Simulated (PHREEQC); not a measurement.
A column of 1 m (30 cells, dispersivity 0.05 m, 60 s a shift, diffusion coefficient 3e-10 m²/s) holds 0.068 eq of the database's cation exchanger X per kg of pore water, first in equilibrium with 7 mmol/kgw MnCl2, 0.59 mmol/kgw MgCl2 and 0.01 mmol/kgw HCl. It is flushed with 35 mmol/kgw (NH4)2SO4, 5.2 mmol/kgw KBr and 0.01 mmol/kgw HCl, at 15 °C. Values are for the last cell. CO2 from the air is kept out. No solid was allowed to form.

All values are PHREEQC results (ion-association model, phreeqc.dat), not measurements.

```
pore volumes  NH4 in solution (mol/kgw)  S in solution (mol/kgw)  Br in solution (mol/kgw)
------------  -------------------------  -----------------------  ------------------------
0                                     0                        0                         0
0.4167                         1.31e-10                  9.75e-5                   1.45e-5
0.8167                         0.000154                   0.0109                   0.00162
1.217                           0.00713                   0.0274                   0.00407
1.617                            0.0266                   0.0335                   0.00497
2.017                            0.0457                   0.0347                   0.00516
2.417                            0.0581                   0.0350                   0.00519
2.817                            0.0647                   0.0350                   0.00520
3.217                            0.0678                   0.0350                   0.00520
3.617                            0.0691                   0.0350                   0.00520
4.017                            0.0696                   0.0350                   0.00520
```
